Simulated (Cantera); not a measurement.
An adiabatic, constant-pressure homogeneous reactor starts with H2 : O2 : N2 = 1 : 0.385 : 1.45 (molar parts), equivalence ratio 1.3, at 1525 K and 10.0 bar. Integrator tolerance rtol = 1e-08.

Cantera simulation using GRI-Mech 3.0 (53 species, 325 reactions); the numbers are that mechanism's predictions, not measurements. The hydrogen kinetics of GRI-Mech 3.0 are dated; newer H2 mechanisms differ, most at raised pressure. Above 3000 K some thermodynamic fits are extrapolated.

Q: What does this change do: pressure from 10.0 bar to 5.00 bar?

A: 
| quantity | before | after |
|---|---|---|
| time of steepest temperature rise | 1.35 µs | 2.54 µs |
| temperature at 0.300 s | 3073 K | 3016 K |
| equilibrium temperature | 3073 K | 3016 K |
| x(H2) at 0.300 s | 0.103 (gas-phase equilibrium 0.103) | 0.104 (gas-phase equilibrium 0.104) |
| x(O2) at 0.300 s | 0.00238 (gas-phase equilibrium 0.00238) | 0.00307 (gas-phase equilibrium 0.00307) |
| x(H) at 0.300 s | 0.0201 (gas-phase equilibrium 0.0201) | 0.0241 (gas-phase equilibrium 0.0241) |
| x(NO) at 0.300 s | 0.00474 (gas-phase equilibrium 0.00474) | 0.00502 (gas-phase equilibrium 0.00502) |
| x(HO2) at 0.300 s | 4.93e-6 (gas-phase equilibrium 4.93e-6) | 4.49e-6 (gas-phase equilibrium 4.49e-6) |
| x(H2O) at 0.300 s | 0.275 (gas-phase equilibrium 0.275) | 0.269 (gas-phase equilibrium 0.269) |
| x(NO2) at 0.300 s | 8.76e-7 (gas-phase equilibrium 8.76e-7) | 7.75e-7 (gas-phase equilibrium 7.75e-7) |
